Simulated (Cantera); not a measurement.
**Thermodynamics of carbon deposition, reforming and gasification, feed C3H8 + O2 + H2**

Charge: 1 mol C3H8, 1.8 mol O2, 1.5 mol H2, held at 1248.15 K and 0.160 bar.

These are equilibrium values from Cantera (NASA tables, ideal gas, pure condensed phases), not measurements of a reactor. Candidate condensed phases: C, C6H6, C7H8, C8H18, H2O; 110 gas species. Rates play no part.

The x(H2) is 0.595. The x(CO) is 0.334 and the x(H2O) is 0.0519. The x(CO2) comes out as 0.0187, the x(CH4) is 5.94e-6 and the gas amount is 8.500 mol. The log10 activity of C(graphite) (absent) comes out as -2.03.
